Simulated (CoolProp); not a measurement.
Vapour-liquid equilibrium of n-hexane (1) + ethylbenzene (2) at 348.8 K; x and y are mole fractions of (1).

Model: multi-fluid Helmholtz-energy mixture model, Thol 2019 and Zhou 2012; pair parameters Bell 2016, in CoolProp.

```tsv
x	bubble pressure, mixture model (bar)	bubble pressure, Raoult's law (bar)	y, mixture model	y, Raoult's law
0.05	0.2202	0.1973	0.384	0.318
0.15	0.3616	0.3085	0.658	0.609
0.25	0.4867	0.4197	0.770	0.747
0.35	0.5997	0.5309	0.833	0.826
0.45	0.7043	0.6421	0.875	0.879
0.55	0.8036	0.7532	0.906	0.915
0.65	0.9005	0.8644	0.931	0.943
0.75	0.9972	0.9756	0.953	0.964
0.85	1.096	1.087	0.973	0.980
0.95	1.200	1.198	0.991	0.994
```

The largest gap from Raoult's law is +17.2 % in bubble pressure, at x = 0.15. No azeotrope shows between x = 0.05 and 0.95.

Pair parameters are fitted to limited data, so mixtures are less certain than the pure fluids.
